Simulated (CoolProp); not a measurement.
Vapour-liquid equilibrium of propane (1) + isohexane (2) at 253.8 K; x and y are mole fractions of (1).

Values from CoolProp's multi-fluid Helmholtz-energy mixture model, Lemmon 2009 and Lemmon 2006; pair parameters Bell 2016.

```tsv
x	bubble pressure (MPa)	y at the bubble point	dew pressure at overall composition x (MPa)	liquid density (mol/L)
0.05	0.01618	0.818	0.003217	8.148
0.2	0.05462	0.953	0.003814	8.674
0.35	0.09181	0.976	0.004682	9.253
0.5	0.1280	0.986	0.006062	9.895
0.65	0.1637	0.992	0.008593	10.61
0.8	0.1997	0.996	0.01475	11.39
0.95	0.2372	0.999	0.05179	12.25
```

No azeotrope shows between x = 0.05 and 0.95.

Pair parameters are fitted to limited data, so mixtures are less certain than the pure fluids. The gap from Raoult's law changes sign with composition, which may be real or a fault of the pair parameters; it wasn't checked against measurements.
